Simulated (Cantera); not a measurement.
Input: 1 mol Al(CH₃)₃, 1.5 mol N₂, 1.8 mol N₂O, at 9.00 Torr.

These are equilibrium values from Cantera (NASA tables, ideal gas, pure condensed phases), not measurements of a reactor. Candidate condensed phases: Al, AlN, Al₂O₃, C, C₆H₆, C₇H₈, C₈H₁₈, H₂O; 148 gas species. The feed counts by its element totals alone. Mutual solubility and eutectic melting of coexisting phases are not modelled. Condensed phases not in the tables: aluminium oxynitride. Equilibrium is a limit: real reactors are often held back by kinetics, nucleation or transport.

log p: log10 of the partial pressure in bar; n: condensed amount in mol.

```tsv
T (K)	log p H₂	log p N₂	log p CO	log p H	log p Al	n AlN(s)	n Al₂O₃(s)	n C(graphite)
1450	-2.20	-2.36	-2.90	?	-9.80	0.388	0.306	2.12
1500	-2.22	-2.42	-2.65	?	-9.00	0.917	0.0413	1.32
1550	-2.23	-2.43	-2.62	?	-8.28	1.000	0	1.19
1600	-2.23	-2.43	-2.62	?	-7.61	1.000	0	1.19
1650	-2.23	-2.43	-2.62	?	-6.98	1.000	0	1.19
1700	-2.23	-2.43	-2.62	?	-6.39	1.000	0	1.19
1750	-2.23	-2.43	-2.62	?	-5.83	0.999	0	1.18
1800	-2.23	-2.43	-2.63	?	-5.30	0.996	0	1.18
1850	-2.23	-2.44	-2.63	?	-4.81	0.987	0	1.17
1900	-2.23	-2.44	-2.63	?	-4.34	0.963	0	1.16
```

Task: Fill in the missing entries.

Result: 
- 1450, log p H: -6.12
- 1500, log p H: -5.87
- 1550, log p H: -5.62
- 1600, log p H: -5.38
- 1650, log p H: -5.16
- 1700, log p H: -4.95
- 1750, log p H: -4.75
- 1800, log p H: -4.56
- 1850, log p H: -4.38
- 1900, log p H: -4.22
